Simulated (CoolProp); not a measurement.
Model: reference Helmholtz-energy equation of state, Thol 2017, in CoolProp.

Problem. Give the vapour pressure (kPa), liquid cp (kJ/(kg K)), vapour Z of saturated octamethyltrisiloxane (MDM) at 183.25, 228.85 °C.

Solution. 
```json
[
 {"T (°C)": "183.25", "p (kPa)": "212", "liquid cp (kJ/(kg K))": "2.20", "vapour Z": "0.874"},
 {"T (°C)": "228.85", "p (kPa)": "522", "liquid cp (kJ/(kg K))": "2.38", "vapour Z": "0.754"}
]
```
